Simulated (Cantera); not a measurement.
Feed: 1 mol Al2O3, 0.025 mol Cl2, 1.9 mol O2, equilibrated at 1548 K and 1 atm.

Equilibrium computed with Cantera from the NASA thermochemical tables; the gas is ideal and each condensed phase is pure. Candidate condensed phases: Al, AlCl3, Al2O3; 17 gas species. The numbers say what is thermodynamically allowed, not how fast it happens.

Base state: O2 0.983, Cl2 0.00907, Cl 0.00756, ClO 0.000175 (mole fractions); condensed: Al2O3(s).

What changes in the equilibrium state with this change: temperature from 1548 K to 1325 K?


```tsv
species	before	after
O2	0.983	0.986
Cl2	0.00907	0.0121
Cl	0.00756	0.00169
ClO	0.000175	5.33e-5
Al2O3(s), mol	1.000	1.00
```
